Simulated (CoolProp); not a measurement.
Vapour-liquid equilibrium of R22 (1) + R134a (2) at -0.65 °C; x and y are mole fractions of (1).

The numbers come from the multi-fluid Helmholtz-energy mixture model, Kamei 1995 and Tillner-Roth 1994; pair parameters Bell 2016 in CoolProp.

```tsv
x	bubble pressure, mixture model (kPa)	bubble pressure, Raoult's law (kPa)	y, mixture model	y, Raoult's law
0.05	299.1	296.0	0.087	0.082
0.15	323.8	316.2	0.238	0.231
0.25	346.9	336.4	0.364	0.362
0.35	368.6	356.5	0.474	0.479
0.45	389.1	376.7	0.571	0.582
0.55	408.6	396.8	0.659	0.676
0.65	427.2	417.0	0.741	0.760
0.75	445.2	437.1	0.819	0.836
0.85	462.5	457.3	0.893	0.906
0.95	479.3	477.5	0.965	0.970
```

The largest gap from Raoult's law is +3.4 % in bubble pressure, at x = 0.35. No azeotrope shows between x = 0.05 and 0.95.

The pair parameters rest on a limited set of measurements; away from them the model extrapolates.
